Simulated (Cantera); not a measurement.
Cantera with NASA thermochemical tables; ideal gases at 1 bar, condensed phases pure. Values are per mole of reaction as written; species without (g) are pure solids or liquids, kept so even where they would boil at 1 bar. TiC: taken at fixed stoichiometry.

CO(g) + 3 Ti4O7 → TiC + 11 TiO2, with ΔH° = -252.2 kJ and ΔS° = -216.5 J/K at 300 K.

How far is the shortcut ΔG° ≈ ΔH°(300 K) − T·ΔS°(300 K) from the full temperature-dependent value at 1998, 2148, 2298, 2448, 2598 K?


```tsv
T (K)	shortcut (kJ)	full (kJ)	difference (kJ)	difference in log10 K	condensed phases
1998	180.2	258.3	-78.0	2.04	Ti4O7(l), TiC(s), TiO2(rutile)
2148	212.7	348.5	-135.8	3.30	Ti4O7(l), TiC(s), TiO2(l)
2298	245.2	393.9	-148.7	3.38	Ti4O7(l), TiC(s), TiO2(l)
2448	277.6	439.0	-161.3	3.44	Ti4O7(l), TiC(s), TiO2(l)
2598	310.1	483.8	-173.7	3.49	Ti4O7(l), TiC(s), TiO2(l)
```
The shortcut ignores heat capacities and the phase changes listed.
